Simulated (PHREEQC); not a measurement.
Phosphoric acid bath: an equilibrium model

Consider water at 90 °C and 300 atm with 0.22 mol/kgw H3PO4 and 0.0045 mol/kgw NaOH. Closed to the air; pH follows from the charge balance.

Equilibrium calculation in PHREEQC: ion-association model, phreeqc.dat.

Each row changes one thing in this solution. This is a speciation only: nothing precipitates in the calculation.

| case | pH | ionic strength (mol/kgw) |
|---|---|---|
| as made | 1.57 | 0.0357 |
| NaOH from 0.0045 to 0.00675 mol/kgw | 1.59 | 0.0369 |
| H3PO4 left out | 9.91 | 0.00450 |
| 0.0037 mol/kgw Ca(OH)2 added | 1.61 | 0.0399 |
| diluted 10-fold with water | 2.13 | 0.00860 |

Under pressure, the constants of complexes without a molar volume in the database are unreliable. At this temperature some constants are extrapolated from 25 °C, and those without enthalpy data are left unchanged.
